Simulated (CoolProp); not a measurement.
Vapour-liquid equilibrium of carbon dioxide (1) + C2F6 (R116) (2) at 7.12 bar; x and y are mole fractions of (1).

Model: multi-fluid Helmholtz-energy mixture model, Span 1996 and Lemmon 2006; pair parameters Bell 2016, in CoolProp.

```
x     bubble temperature, mixture model (K)  bubble temperature, Raoult's law (K)  y, mixture model  y, Raoult's law
----  -------------------------------------  ------------------------------------  ----------------  ---------------
0.05                                  237.4                                 239.8             0.140            0.090
0.15                                  231.1                                 237.5             0.362            0.248
0.25                                  226.6                                 235.4             0.508            0.383
0.35                                  223.6                                 233.5             0.598            0.500
0.45                                  221.9                                 231.8             0.654            0.603
0.55                                  221.1                                 230.2             0.691            0.694
0.65                                  220.7                                 228.7             0.718            0.775
0.75                                  220.5                                 227.3             0.746            0.847
0.85                                  220.8                                 226.0             0.789            0.913
0.95                                  222.3                                 224.8             0.891            0.972
```

The largest gap from Raoult's law is -9.9 K in bubble temperature, at x = 0.45. y crosses x between x = 0.65 and 0.75: the model has an azeotrope there.

Pair parameters are fitted to limited data, so mixtures are less certain than the pure fluids.
